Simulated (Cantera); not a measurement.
Charge: 1 mol BF₃, 4.5 mol O₂, 0.2 mol NH₃, at 1148.15 K and 17.0 Pa.

Equilibrium computed with Cantera from the NASA thermochemical tables; the gas is ideal and each condensed phase is pure. Candidate condensed phases: B, BN, B₂O₃, B₃O₃H₃, H₂O; 62 gas species. Equilibrium is a limit: real reactors are often held back by kinetics, nucleation or transport.

Base state: O₂ 0.721, BF₃ 0.118, HF 0.0958, BOF 0.0460, N₂ 0.0166, H₂O 0.00173, B₃O₃F₃ 0.000511, HBO₂ 0.000227 (mole fractions); condensed: gas only.

What changes in the equilibrium state with this change: NH₃ from 0.2 to 0.15 mol?


```
species    before     after
-------  --------  --------
O₂          0.721     0.743
BF₃         0.118     0.132
HF         0.0958    0.0746
N₂         0.0166    0.0127
BOF        0.0460    0.0364
H₂O       0.00173  0.000741
HBO₂     0.000227   9.90e-5
B₃O₃F₃   0.000511  0.000253
NO        3.47e-5   3.09e-5
```
